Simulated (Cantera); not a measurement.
# Thermodynamics of abatement and gas-phase synthesis, feed CO2 + O2

A closed system holds: 1 mol CO2, a varied amount of O2, equilibrated at 2525 K and 5.80 bar.

Cantera equilibrium calculation (NASA polynomials, part measured and part estimated; ideal gas, pure solids and liquids). Candidate condensed phases: C; 12 gas species. Rates play no part.

```tsv
n(O2) (mol)	x CO2	x O2	x CO	x O	x O3
0.019	0.879	0.0512	0.0679	0.00154	1.08e-8
0.037	0.874	0.0639	0.0603	0.00172	1.51e-8
0.075	0.857	0.0916	0.0494	0.00206	2.59e-8
0.15	0.815	0.145	0.0373	0.00259	5.16e-8
0.31	0.727	0.244	0.0257	0.00336	1.13e-7
0.62	0.594	0.385	0.0167	0.00422	2.23e-7
1.2	0.441	0.544	0.0104	0.00501	3.74e-7
```
x: gas mole fraction; nothing condenses.

From 0.019 mol O2 to 1.2 mol O2 nothing is condensed. The main C-bearing gas is CO2 throughout.
